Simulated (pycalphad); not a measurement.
An equivalent pycalphad script:

```python
from pycalphad import Database, equilibrium, calculate, variables as v
import numpy as np
db = Database('COST507.tdb')
comps = ['TI', 'B', 'VA']
phases = ['B2M', 'B2TI', 'B4M3', 'B4TI3', 'BCC_A2', 'BETA_RHOMBO_B', 'BM', 'BTI', 'HCP_A3', 'LIQUID']
eq = equilibrium(db, comps, phases, {v.X('B'): 0.156, v.T: np.arange(2850, 499, -75), v.P: 101325, v.N: 1}, output=['HM', 'SM'])
```

Source of the numbers: pycalphad with the COST 507 light-alloy database (1999); pressure 1 atm. These are 1990s assessments: newer ones move some temperatures and phases. Amounts are mole fractions of atoms. Diffusion is slow at the low end, where real alloys seldom reach equilibrium.

Results at three of the temperatures:

```
T = 2475.00 K, P = 101325 Pa, N = 1 mol of atoms
G = -189986 J/mol, H = 75341 J/mol, S = 107.20 J/(mol K)  (SER reference)
chemical potentials (J/mol): Ti -178819, B -250401
phase             fraction      x(Ti)       x(B)
LIQUID              1.0000     0.8440     0.1560
```

```
T = 1950.00 K, P = 101325 Pa, N = 1 mol of atoms
G = -136346 J/mol, H = 52139 J/mol, S = 96.66 J/(mol K)  (SER reference)
chemical potentials (J/mol): Ti -123145, B -207767
phase             fraction      x(Ti)       x(B)
LIQUID              0.9970     0.8450     0.1550
BM                  0.0030     0.5000     0.5000
```

```
T = 1200.00 K, P = 101325 Pa, N = 1 mol of atoms
G = -78073 J/mol, H = 2964 J/mol, S = 67.53 J/(mol K)  (SER reference)
chemical potentials (J/mol): Ti -58670, B -183048
phase             fraction      x(Ti)       x(B)
BCC_A2              0.6898     0.9987     0.0013
BM                  0.3102     0.5000     0.5000
```

Changes of the phase set, refined by bisection:

| T (°C) | phases above | phases below |
|---|---|---|
| 1678.2 | liquid | BM + liquid |
| 1540.9 | BM + liquid | bcc + BM |
| 882.9 | bcc + BM | BM + hcp |

Database names, with the compositions (at.%) that they take in these runs: BM: Ti 50 B 50. BCC_A2 is bcc.
